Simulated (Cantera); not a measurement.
Input: 1 mol Fe2O3, 0.67 mol H2S, 0.041 mol O2, held at 1948 K and 0.210 bar.

Cantera equilibrium calculation (NASA polynomials, part measured and part estimated; ideal gas, pure solids and liquids). Candidate condensed phases: Fe, FeO, Fe(OH)2, Fe(OH)3, FeS, FeSO4, FeS2, Fe2O3, Fe2(SO4)3, Fe3O4, H2O, H2SO4, S; 22 gas species. The tables' stoichiometric FeO is somewhat more stable than real wüstite, so its field is too wide. FeO: taken at fixed stoichiometry. Rates play no part.

**Question.** What is the equilibrium state?

**Answer.** 
| Quantity | Result |
|---|---|
| x(H2O) | 0.426 |
| x(SO2) | 0.236 |
| x(S2) | 0.138 |
| x(H2) | 0.133 |
| x(SO) | 0.0351 |
| x(H2S) | 0.0155 |
| x(SH) | 0.00862 |
| x(S2O) | 0.00345 |
| x(S) | 0.00182 |
| n(FeO(l)) | 2.00 mol |
| gas amount | 1.154 mol |
| log10 activity of Fe(l) (absent) | -0.84 |
| log10 activity of S(l) (absent) | -2.32 |
